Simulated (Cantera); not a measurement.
A Cantera script and its output.

```python
import numpy as np
import cantera as ct

gas = ct.Solution("SiF4_NH3_mec.yaml", "gas")
gas.TPX = 2025, 18000, {'NH3': 1, 'H2': 2.2, 'N2': 0.005}
reactor = ct.IdealGasConstPressureReactor(gas, energy="off", clone=False)
net = ct.ReactorNet([reactor])
net.rtol, net.atol = 1e-08, 1e-18
show = ['NH3', 'H2', 'N2', 'NH2', 'N2H2', 'H']
times = np.geomspace(0.0005, 4, 12)

steps = ct.SolutionArray(gas, extra=["t"])
rows = []
print(f"{'t/s':>10s}{'T/K':>9s}{'P/Pa':>11s}" + "".join(f"{s:>11s}" for s in show))
for t in times:
    while net.time < t:
        t_next = net.step()
        steps.append(gas.state, t=t_next)
    rows.append([np.interp(t, steps.t, y) for y in (steps.T, steps.P, *steps(*show).X.T)])
    print(f"{t:10.3e}{rows[-1][0]:9.1f}{rows[-1][1]:11.4g}" + "".join(f"{x:11.3e}" for x in rows[-1][2:]))
rate = np.gradient(steps.T, steps.t)
print("integrator steps:", len(steps.t))
if steps.T.max() > steps.T[0] + 200:
    print(f"time of steepest temperature rise: {steps.t[rate.argmax()]:.4e} s")
gas.TPX = 2025, 18000, {'NH3': 1, 'H2': 2.2, 'N2': 0.005}
gas.equilibrate("TP")
print(f"equilibrium (TP): T = {gas.T:.1f} K  " + "  ".join(f"{s} {gas[s].X[0]:.3e}" for s in show))
```

Output:

```
       t/s      T/K       P/Pa        NH3         H2         N2        NH2       N2H2          H
 5.000e-04   2025.0    1.8e+04  3.114e-01  6.863e-01  1.591e-03  4.113e-04  5.769e-07  3.092e-04
 1.132e-03   2025.0    1.8e+04  3.103e-01  6.867e-01  1.904e-03  6.278e-04  1.703e-06  4.741e-04
 2.562e-03   2025.0    1.8e+04  3.073e-01  6.885e-01  3.025e-03  6.571e-04  1.925e-06  5.024e-04
 5.800e-03   2025.0    1.8e+04  3.006e-01  6.927e-01  5.581e-03  6.478e-04  1.874e-06  5.094e-04
 1.313e-02   2025.0    1.8e+04  2.860e-01  7.017e-01  1.111e-02  6.269e-04  1.762e-06  5.248e-04
 2.972e-02   2025.0    1.8e+04  2.562e-01  7.202e-01  2.246e-02  5.830e-04  1.538e-06  5.591e-04
 6.729e-02   2025.0    1.8e+04  2.016e-01  7.540e-01  4.325e-02  4.976e-04  1.152e-06  6.349e-04
 1.523e-01   2025.0    1.8e+04  1.213e-01  8.037e-01  7.378e-02  3.555e-04  6.359e-07  8.029e-04
 3.448e-01   2025.0    1.8e+04  4.211e-02  8.525e-01  1.039e-01  1.766e-04  1.943e-07  1.219e-03
 7.806e-01   2025.0    1.8e+04  3.524e-03  8.750e-01  1.186e-01  3.434e-05  1.301e-08  2.905e-03
 1.767e+00   2025.0    1.8e+04  1.872e-04  8.758e-01  1.198e-01  2.671e-06  1.009e-10  4.257e-03
 4.000e+00   2025.0    1.8e+04  5.228e-05  8.759e-01  1.198e-01  7.486e-07  8.002e-12  4.272e-03
integrator steps: 1180
equilibrium (TP): T = 2025.0 K  NH3 9.819e-07  H2 8.759e-01  N2 1.198e-01  NH2 1.406e-08  N2H2 6.581e-14  H 4.274e-03
```

Model: the gas-phase N/H chemistry of the illustrative SiF4/NH3 mechanism in the Surface Chemkin manual (1991), integrated in Cantera. Walls and surfaces, which speed up NH3 decomposition in real reactors, are not modelled.
